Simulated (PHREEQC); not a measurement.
**Polishing slurry liquid: speciation**

Make-up at 20 °C: 0.04 mol HNO3, 0.22 mol K2SO4 and 0.0045 mol CuSO4 per kg of water. Closed to the air; pH follows from the charge balance.

Computed with PHREEQC (ion-association model, phreeqc.dat).

Each row changes one thing in this solution. This is a speciation only: nothing precipitates in the calculation.

```tsv
case	pH	ionic strength (mol/kgw)	SO4-2 (mol/kgw)	HSO4- (mol/kgw)
as made	2.05	0.530	0.133	0.0284
K2SO4 from 0.22 to 0.198 mol/kgw	2.03	0.482	0.120	0.0279
K2SO4 left out	1.50	0.0517	(withheld)	0.00256
diluted 10-fold with water	2.71	0.0635	0.0185	(withheld)
HNO3 from 0.04 to 0.4 mol/kgw	0.74	0.713	0.0429	0.161
diluted 100-fold with water	3.49	0.00697	0.00215	(withheld)
CuSO4 left out	2.05	(withheld)	0.131	0.0283
```

What belongs in the gaps?


- K2SO4 left out, SO4-2 (mol/kgw): 0.00164
- diluted 10-fold with water, HSO4- (mol/kgw): 0.00169
- diluted 100-fold with water, HSO4- (mol/kgw): 4.74e-5
- CuSO4 left out, ionic strength (mol/kgw): 0.522

The ionic strength passes 0.7 mol/kgw, the rough limit of the ion-association models, in HNO3 from 0.04 to 0.4 mol/kgw.
